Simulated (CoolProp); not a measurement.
Nitrogen at 914.06 K and 0.812 MPa is throttled through a valve to 0.0718 MPa with no heat exchange. Each further row changes one setting.

The numbers come from the reference Helmholtz-energy equation of state, Span 2000 in CoolProp.

| case | final density (kg/m³) |
|---|---|
| as stated | 0.264 |
| outlet pressure 0.0215 MPa | 0.0792 |
| outlet pressure 0.0933 MPa | 0.344 |
